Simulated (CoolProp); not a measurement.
Saturation properties of water (Tc = 647.1 K, pc = 22.06 MPa, ω = 0.344).

The numbers come from the reference Helmholtz-energy equation of state, Wagner 2002 in CoolProp.

```csv
T (K),p (MPa),enthalpy of vaporisation (kJ/kg),liquid viscosity (µPa s),vapour viscosity (µPa s)
354.8,0.05067,2304,347,11.6
370.9,0.09354,2262,288,12.2
386.9,0.1624,2219,246,12.7
402.9,0.2683,2174,213,13.3
419,0.4255,2127,188,13.8
435,0.6479,2076,168,14.4
451,0.9542,2022,152,14.9
467.1,1.368,1963,139,15.5
483.1,1.906,1900,128,16.0
499.2,2.600,1831,118,16.6
515.2,3.469,1755,110,17.1
531.2,4.545,1672,103,17.7
```

It boils at 373.1 K under 1 atm.

Viscosity comes from a separate model (Huber 2009).
